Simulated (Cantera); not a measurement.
## Carbothermic reduction: Cu2O + CH4 + H2

Input: 1 mol Cu2O, 0.5 mol CH4, 10 mol H2, equilibrated at 1727 °C and 100000 Pa.

Method: chemical equilibrium by Gibbs-energy minimisation in Cantera with the NASA 1993 tables (ideal gas, pure condensed phases). Candidate condensed phases: C, C6H6, C7H8, C8H18, Cu, CuO, Cu(OH)2, Cu2O, H2O; 113 gas species. Rates play no part.

```yaml
x(H2): 0.908
x(CO): 0.0428
x(H2O): 0.0428
x(Cu): 0.00431
x(H): 0.00155
x(CO2): 0.000440
x(Cu2): 1.78e-5
x(OH): 7.30e-6
n(Cu(l)): 1.95 mol
gas_amount: 11.56 mol
log10 activity of C(graphite) (absent): -3.97
```
